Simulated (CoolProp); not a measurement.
Saturation properties of ethylene (Tc = 282.4 K, pc = 50.42 bar, ω = 0.087).

The numbers come from the reference Helmholtz-energy equation of state, Smukala 2000 in CoolProp.

| T (K) | p (bar) | liquid density (kg/m³) | enthalpy of vaporisation (kJ/kg) | liquid cp (kJ/(kg K)) | vapour Z |
|---|---|---|---|---|---|
| 208.8 | 6.429 | 506.6 | 415.3 | 2.591 | 0.8790 |
| 213.5 | 7.636 | 498.4 | 405.5 | 2.632 | 0.8637 |
| 218.2 | 9.000 | 490.0 | 395.2 | 2.680 | 0.8473 |
| 222.9 | 10.53 | 481.2 | 384.2 | 2.736 | 0.8296 |
| 227.6 | 12.25 | 472.2 | 372.5 | 2.802 | 0.8107 |
| 232.3 | 14.15 | 462.7 | 360.1 | 2.880 | 0.7904 |
| 237 | 16.27 | 452.7 | 346.9 | 2.973 | 0.7686 |
| 241.7 | 18.60 | 442.2 | 332.6 | 3.087 | 0.7452 |
| 246.4 | 21.16 | 431.1 | 317.1 | 3.229 | 0.7199 |
| 251.1 | 23.98 | 419.1 | 300.2 | 3.410 | 0.6925 |
| 255.8 | 27.05 | 406.2 | 281.6 | 3.650 | 0.6626 |

It boils at 169.4 K under 1 atm.
